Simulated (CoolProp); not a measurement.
Vapour-liquid equilibrium of n-butane (1) + R113 (2) at 380.5 K; x and y are mole fractions of (1).

Model: multi-fluid Helmholtz-energy mixture model, Bücker 2006 and Marx 1992; pair parameters Bell 2016, in CoolProp.

```csv
x,"bubble pressure, mixture model (bar)","bubble pressure, Raoult's law (bar)","y, mixture model","y, Raoult's law"
0.05,5.838,5.790,___,0.152
0.2,___,7.649,___,0.459
0.35,9.647,9.508,0.595,0.647
0.5,11.45,11.37,0.716,0.773
0.65,13.23,13.23,___,0.863
0.8,15.03,15.09,___,0.931
0.95,16.91,16.94,___,0.985
```

Task: Some entries are withheld; supply them.

Result: 
- 0.05, y, mixture model: 0.142
- 0.2, bubble pressure, mixture model (bar): 7.784
- 0.2, y, mixture model: 0.423
- 0.65, y, mixture model: 0.812
- 0.8, y, mixture model: 0.895
- 0.95, y, mixture model: 0.974

The largest gap from Raoult's law is +1.8 % in bubble pressure, at x = 0.2. No azeotrope shows between x = 0.05 and 0.95.

The pair parameters rest on a limited set of measurements; away from them the model extrapolates.
